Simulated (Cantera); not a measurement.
Feed: 1 mol BN, 26 mol HCl, 1.8 mol N₂, 15 mol O₂, equilibrated at 1300 °C and 100 Torr.

Method: chemical equilibrium by Gibbs-energy minimisation in Cantera with the NASA 1993 tables (ideal gas, pure condensed phases). Candidate condensed phases: B, BN, B₂O₃, B₃O₃H₃, H₂O, NH₄Cl; 49 gas species. The tables' values for BOCl are old estimates; treat these amounts as uncertain. Gases not in the tables: H₃BO₃. The numbers say what is thermodynamically allowed, not how fast it happens.

Base state: HCl 0.501, O₂ 0.306, N₂ 0.0534, Cl 0.0445, H₂O 0.0417, Cl₂ 0.0303, HBO₂ 0.0219, NO 0.000540 (mole fractions); condensed: gas only.

Problem. What changes in the equilibrium state with this change: temperature from 1300 °C to 477 °C?

Solution. 
```
species         before    after
------------  --------  -------
O₂               0.306    0.265
HCl              0.501    0.254
Cl₂             0.0303    0.212
H₂O             0.0417    0.205
HBO₂            0.0219  2.70e-8
Cl              0.0445  3.42e-6
N₂              0.0534   0.0599
(HBO₂)₃        8.02e-6  0.00456
B₂O₃          0.000513    <1e-9
BOCl          0.000276    <1e-9
OH            0.000168    <1e-9
BO₂           0.000108    <1e-9
B₂O₃(l), mol         0    0.237
```
